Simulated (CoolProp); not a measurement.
A closed Brayton cycle with nitrogen: compressor inlet 322.15 K and 3.4 MPa, high pressure 10.8 MPa, turbine inlet 775 K, compressor efficiency 0.85, turbine efficiency 0.85, recuperator effectiveness 0.8 (on enthalpy, no pinch check). Each further row changes one setting.

Model: reference Helmholtz-energy equation of state, Span 2000, in CoolProp.

```tsv
case	thermal efficiency (%)	net work (kJ/kg)	compressor to turbine work	compressor exit (K)	turbine exit (K)
as stated	?	41.6	0.79	471.6	597.3
turbine inlet 725 K	?	?	0.85	471.6	?
compressor inlet 332.15 K	16.2	36.6	0.82	?	597.3
high pressure 9.18 MPa	?	?	0.75	?	619.4
recuperator effectiveness 0.5	15.4	41.6	0.79	471.6	597.3
```

Question: Complete the blanks.

Answer: 
- as stated, thermal efficiency (%): 18.2
- turbine inlet 725 K, thermal efficiency (%): 13.8
- turbine inlet 725 K, net work (kJ/kg): 28.6
- turbine inlet 725 K, turbine exit (K): 557.2
- compressor inlet 332.15 K, compressor exit (K): 486.0
- high pressure 9.18 MPa, thermal efficiency (%): 19.9
- high pressure 9.18 MPa, net work (kJ/kg): 42.8
- high pressure 9.18 MPa, compressor exit (K): 447.6
